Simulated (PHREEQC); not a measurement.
Make-up at 25 °C: 0.00341 mol H2SO4 and 0.2 mol CuCl2 per kg of water. It is in equilibrium with CO2 at log p = -1 (atm). Otherwise closed; pH follows from the charge balance.

Computed with PHREEQC (ion-association model, phreeqc.dat).

No solid was allowed to form.

Question: What pH, density, ionic strength does the model give?

Answer: pH 2.29; density 1.021 g/cm³; ionic strength 0.519 mol/kgw.

Question: In which forms is Cu present?

Answer: Cu+2 79 %, CuCl+ 19 %, CuCl2 1.3 %, CuSO4 1.0 % of the Cu.
